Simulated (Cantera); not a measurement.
What does this Cantera script print?

```python
import numpy as np
import cantera as ct

gas = ct.Solution("gri30.yaml")
gas.TPX = 1100, 500000, {'H2': 1, 'O2': 0.417, 'N2': 1.57, 'H2O': 0.84}
reactor = ct.IdealGasConstPressureReactor(gas, energy="on", clone=False)
net = ct.ReactorNet([reactor])
net.rtol, net.atol = 1e-08, 1e-16
show = ['H2', 'O2', 'H2O', 'NO2', 'HO2']
times = np.geomspace(2e-06, 5, 15)

steps = ct.SolutionArray(gas, extra=["t"])
rows = []
print(f"{'t/s':>10s}{'T/K':>9s}{'P/Pa':>11s}" + "".join(f"{s:>11s}" for s in show))
for t in times:
    while net.time < t:
        t_next = net.step()
        steps.append(gas.state, t=t_next)
    rows.append([np.interp(t, steps.t, y) for y in (steps.T, steps.P, *steps(*show).X.T)])
    print(f"{t:10.3e}{rows[-1][0]:9.1f}{rows[-1][1]:11.4g}" + "".join(f"{x:11.3e}" for x in rows[-1][2:]))
rate = np.gradient(steps.T, steps.t)
print("integrator steps:", len(steps.t))
if steps.T.max() > steps.T[0] + 200:
    print(f"time of steepest temperature rise: {steps.t[rate.argmax()]:.4e} s")
gas.TPX = 1100, 500000, {'H2': 1, 'O2': 0.417, 'N2': 1.57, 'H2O': 0.84}
gas.equilibrate("HP")
print(f"equilibrium (HP): T = {gas.T:.1f} K  " + "  ".join(f"{s} {gas[s].X[0]:.3e}" for s in show))
```

Output:

```
       t/s      T/K       P/Pa         H2         O2        H2O        NO2        HO2
 2.000e-06   1100.0      5e+05  2.613e-01  1.090e-01  2.195e-01  1.301e-28  5.207e-09
 5.728e-06   1100.0      5e+05  2.613e-01  1.090e-01  2.195e-01  5.166e-27  1.589e-08
 1.641e-05   1100.0      5e+05  2.613e-01  1.090e-01  2.195e-01  1.573e-25  4.678e-08
 4.699e-05   1100.0      5e+05  2.613e-01  1.090e-01  2.195e-01  4.566e-24  1.389e-07
 1.346e-04   1100.0      5e+05  2.613e-01  1.090e-01  2.195e-01  1.943e-22  4.601e-07
 3.855e-04   1100.0      5e+05  2.613e-01  1.090e-01  2.195e-01  4.335e-20  2.584e-06
 1.104e-03   1101.2      5e+05  2.611e-01  1.088e-01  2.197e-01  1.266e-15  4.903e-05
 3.162e-03   2484.0      5e+05  5.097e-02  5.502e-04  4.828e-01  1.570e-08  5.214e-07
 9.057e-03   2481.4      5e+05  5.135e-02  5.271e-04  4.824e-01  6.410e-08  5.012e-07
 2.594e-02   2480.2      5e+05  5.152e-02  5.174e-04  4.822e-01  8.445e-08  4.927e-07
 7.430e-02   2480.2      5e+05  5.153e-02  5.172e-04  4.822e-01  8.475e-08  4.926e-07
 2.128e-01   2480.2      5e+05  5.153e-02  5.172e-04  4.822e-01  8.475e-08  4.926e-07
 6.095e-01   2480.2      5e+05  5.153e-02  5.172e-04  4.822e-01  8.475e-08  4.926e-07
 1.746e+00   2480.2      5e+05  5.153e-02  5.172e-04  4.822e-01  8.475e-08  4.926e-07
 5.000e+00   2480.2      5e+05  5.153e-02  5.172e-04  4.822e-01  8.475e-08  4.926e-07
integrator steps: 1605
time of steepest temperature rise: 2.0497e-03 s
equilibrium (HP): T = 2480.2 K  H2 5.153e-02  O2 5.172e-04  H2O 4.822e-01  NO2 8.475e-08  HO2 4.926e-07
```

Model: GRI-Mech 3.0 (53 species, 325 reactions), integrated in Cantera. The hydrogen kinetics of GRI-Mech 3.0 are dated; newer H2 mechanisms differ, most at raised pressure.
